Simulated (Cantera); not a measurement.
# Adiabatic ignition

An adiabatic, constant-pressure homogeneous reactor starts with CH₄ : CO : O₂ : N₂ : H₂O = 1 : 0.15 : 4.72 : 37 : 2.8 (molar parts), equivalence ratio 0.44, at 1775 K and 0.987 atm.

Computed with Cantera and GRI-Mech 3.0 (53 species, 325 reactions).

```tsv
t (s)	T (K)	x CH₄	x CO	x O₂	x H	x O	x H₂O₂	x C₂H₂
2.00e-6	1775	0.0219	0.00328	0.103	3.85e-7	2.77e-7	7.34e-9	<1e-12
5.51e-6	1775	0.0219	0.00328	0.103	4.23e-7	4.02e-7	2.27e-8	<1e-12
1.52e-5	1775	0.0219	0.00328	0.103	5.16e-7	5.86e-7	5.05e-8	6.07e-11
4.18e-5	1775	0.0217	0.00328	0.103	9.67e-7	1.30e-6	9.01e-8	6.68e-9
0.000115	1777	0.0203	0.00345	0.102	1.21e-5	9.91e-6	4.33e-7	1.71e-6
0.000317	2100	<1e-12	0.00455	0.0573	0.00309	0.00537	1.48e-7	<1e-12
0.000875	2207	<1e-12	0.00146	0.0571	0.000418	0.00146	8.75e-8	<1e-12
0.00241	2228	<1e-12	0.000762	0.0571	0.000164	0.000787	8.94e-8	<1e-12
0.00664	2228	<1e-12	0.000747	0.0571	0.000160	0.000773	8.95e-8	<1e-12
0.0183	2227	<1e-12	0.000745	0.0569	0.000159	0.000768	8.92e-8	<1e-12
0.0504	2225	<1e-12	0.000739	0.0564	0.000157	0.000757	8.85e-8	<1e-12
0.139	2221	<1e-12	0.000726	0.0555	0.000152	0.000732	8.69e-8	<1e-12
0.383	2216	<1e-12	0.000711	0.0543	0.000147	0.000703	8.49e-8	<1e-12
1.05	2215	<1e-12	0.000706	0.0539	0.000145	0.000693	8.42e-8	<1e-12
2.90	2215	<1e-12	0.000705	0.0539	0.000145	0.000693	8.42e-8	<1e-12
8.00	2215	<1e-12	0.000705	0.0539	0.000145	0.000693	8.42e-8	<1e-12
```
x: mole fraction; the columns are a selection and need not sum to one.

```yaml
time_of_steepest_temperature_rise: 0.183 ms
temperature at 8.00 s: 2215 K
equilibrium_temperature: 2215 K
x(CH₄) at 8.00 s: <1e-12 (gas-phase equilibrium <1e-12)
x(CO) at 8.00 s: 0.000705 (gas-phase equilibrium 0.000705)
x(O₂) at 8.00 s: 0.0539 (gas-phase equilibrium 0.0539)
```
